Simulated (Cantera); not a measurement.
# Transport properties of process gases

Gas mixture: 19.4 % CO2, 58.3 % H2, 22.3 % C2H6, at 1.20 bar, frozen composition.

Cantera's kinetic-theory transport with the Lennard-Jones parameters of GRI-Mech 3.0, ideal gas; thermal conductivity in the mixture-averaged form. The composition is frozen, though it would react at the higher temperatures.

```
T (K)  ρ (kg/m³)  cp (J/kg/K)  μ (µPa s)  λ (mW/m/K)     Pr  D (cm²/s) C2H2  D (cm²/s) CO2  D (cm²/s) O
-----  ---------  -----------  ---------  ----------  -----  --------------  -------------  -----------
400        0.593         2411       16.1         104  0.375           0.324          0.393        0.616
650        0.365         2897       23.8         160  0.431           0.775          0.939         1.42
900        0.263         3255       30.2         213  0.462            1.36           1.65         2.47
1150       0.206         3534       35.9         264  0.480            2.07           2.51         3.72
1400       0.169         3746       41.1         314  0.490            2.89           3.50         5.17
1650       0.144         3909       45.8         362  0.495            3.80           4.62         6.79
1900       0.125         4033       50.3         408  0.498            4.81           5.84         8.58
2150       0.110         4130       54.6         452  0.498            5.91           7.18         10.5
2400      0.0988         4206       58.6         495  0.498            7.10           8.62         12.6
```
D: mixture-averaged diffusion coefficient of that species in the mixture.
